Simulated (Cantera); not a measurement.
Charge: 1 mol SiH₂Cl₂, 0.03 mol C₃H₈, 89 mol H₂, held at 0.00133 bar.

Method: chemical equilibrium by Gibbs-energy minimisation in Cantera with the NASA 1993 tables (ideal gas, pure condensed phases). Candidate condensed phases: C, C₆H₆, C₇H₈, C₈H₁₈, Si, SiC; 109 gas species. Mutual solubility and eutectic melting of coexisting phases are not modelled. The tables' values for SiCl are old estimates; treat these amounts as uncertain. Gases not in the tables: Si₂H₆ and higher silanes. Rates play no part.

x: gas mole fraction; n: condensed amount in mol.

```
T (K)   x H₂      x H   x HCl      x Si   x SiCl₂      x Cl  n Si(s)  n SiC(s)  n Si(l)
-----  -----  -------  ------  --------  --------  --------  -------  --------  -------
1573   0.978  0.00110  0.0193   4.12e-5   0.00129   1.73e-5    0.787    0.0900        0
1648   0.977  0.00241  0.0192  0.000193   0.00134   3.71e-5    0.765    0.0899        0
1723   0.974        …  0.0191         …   0.00130         …        0    0.0895        …
1798   0.967  0.00948  0.0191   0.00231   0.00118  0.000144        0    0.0877    0.559
1873   0.955        …  0.0190         …         …         …        0         …        …
1948   0.940   0.0300  0.0197   0.00847  0.000510  0.000471        0    0.0715        0
2023   0.920   0.0499  0.0198   0.00889  0.000207  0.000797        0    0.0456        0
```

Problem. Some entries are withheld; supply them.

Solution. 
- 1873, x H: 0.0173
- 1873, x Si: 0.00661
- 1873, x SiCl₂: 0.00105
- 1873, x Cl: 0.000260
- 1873, n SiC(s): 0.0805
- 1873, n Si(l): 0.129
- 1723, x H: 0.00493
- 1723, x Si: 0.000738
- 1723, x Cl: 7.50e-5
- 1723, n Si(l): 0.711
